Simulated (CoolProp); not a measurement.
The numbers come from the reference Helmholtz-energy equation of state, Akasaka 2023 in CoolProp.

Q: For R1224YDZ, give the phase and the density (kg/m³), Joule-Thomson coefficient (K/MPa), isothermal compressibility (1/MPa), expansivity (1/kK) at 199.95 °C and 0.926 MPa; 199.95 °C and 3.7 MPa.

A: 
- 199.95 °C and 0.926 MPa: gas; density 37.6, Joule-Thomson coefficient 7.38, isothermal compressibility 1.16, expansivity 2.73
- 199.95 °C and 3.7 MPa: supercritical; density 205, Joule-Thomson coefficient 9.44, isothermal compressibility 0.418, expansivity 7.60
